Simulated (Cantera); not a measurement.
Input: 1 mol Pb, 0.017 mol H2S, 6 mol H2, 5.4 mol NH3, held at 2180 Torr.

Method: chemical equilibrium by Gibbs-energy minimisation in Cantera with the NASA 1993 tables (ideal gas, pure condensed phases). Candidate condensed phases: Pb, PbS, S; 18 gas species. The numbers say what is thermodynamically allowed, not how fast it happens.

x: gas mole fraction; n: condensed amount in mol.

| T (K) | x H2 | x N2 | x Pb | x NH3 | x H2S | n Pb(l) | n PbS(s) |
|---|---|---|---|---|---|---|---|
| 725 | 0.835 | 0.159 | 1.16e-9 | 0.00604 | 0.000471 | 0.991 | 0.00912 |
| 925 | 0.838 | 0.160 | 9.21e-7 | 0.000885 | 0.00101 | 1.000 | 0 |
| 1125 | 0.838 | 0.160 | 6.53e-5 | 0.000247 | 0.000997 | 0.999 | 0 |
| 1325 | 0.837 | 0.160 | 0.00124 | 0.000100 | 0.000880 | 0.977 | 0 |
| 1525 | 0.829 | 0.159 | (withheld) | (withheld) | (withheld) | (withheld) | 0 |
| 1725 | 0.792 | 0.152 | 0.0553 | (withheld) | (withheld) | 0 | 0 |
| 1925 | 0.792 | 0.152 | 0.0554 | 1.82e-5 | 0.000289 | 0 | 0 |

Task: Some entries are withheld; supply them.

Result: 
- 1725, x NH3: 2.73e-5
- 1725, x H2S: 0.000237
- 1525, x Pb: 0.0107
- 1525, x NH3: 5.02e-5
- 1525, x H2S: 0.000553
- 1525, n Pb(l): 0.810
